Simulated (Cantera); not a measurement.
An adiabatic, constant-volume homogeneous reactor starts with CO : H2 : O2 : N2 : CO2 = 1 : 0.087 : 0.494 : 3.41 : 0.1 (molar parts), equivalence ratio 1.1, at 1375 K and 5.70 bar. Integrator tolerance rtol = 1e-08.

Model: GRI-Mech 3.0 (53 species, 325 reactions), integrated in Cantera. The hydrogen kinetics of GRI-Mech 3.0 are dated; newer H2 mechanisms differ, most at raised pressure.

Q: What does this change do: initial temperature 1375 to 1025 K?

A: 
| quantity | before | after |
|---|---|---|
| time of steepest temperature rise | 15.3 µs | 2.56 ms |
| temperature at 0.700 s | 2762 K | 2629 K |
| equilibrium temperature | 2762 K | 2629 K |
| x(CO) at 0.700 s | 0.0595 (gas-phase equilibrium 0.0595) | 0.0428 (gas-phase equilibrium 0.0428) |
| x(H2) at 0.700 s | 0.000780 (gas-phase equilibrium 0.000780) | 0.000574 (gas-phase equilibrium 0.000574) |
| x(O2) at 0.700 s | 0.0138 (gas-phase equilibrium 0.0138) | 0.00768 (gas-phase equilibrium 0.00768) |
| x(CO2) at 0.700 s | 0.175 (gas-phase equilibrium 0.175) | 0.194 (gas-phase equilibrium 0.194) |
| x(HO2) at 0.700 s | 2.45e-6 (gas-phase equilibrium 2.45e-6) | 1.29e-6 (gas-phase equilibrium 1.29e-6) |

Q: What does this change do: initial temperature 1375 to 1725 K?

A: 
```csv
quantity,before,after
time of steepest temperature rise,15.3 µs,7.17 µs
temperature at 0.700 s,2762 K,2883 K
equilibrium temperature,2762 K,2883 K
x(CO) at 0.700 s,0.0595 (gas-phase equilibrium 0.0595),0.0778 (gas-phase equilibrium 0.0778)
x(H2) at 0.700 s,0.000780 (gas-phase equilibrium 0.000780),0.00101 (gas-phase equilibrium 0.00101)
x(O2) at 0.700 s,0.0138 (gas-phase equilibrium 0.0138),0.0201 (gas-phase equilibrium 0.0201)
x(CO2) at 0.700 s,0.175 (gas-phase equilibrium 0.175),0.154 (gas-phase equilibrium 0.154)
x(HO2) at 0.700 s,2.45e-6 (gas-phase equilibrium 2.45e-6),3.81e-6 (gas-phase equilibrium 3.81e-6)
```
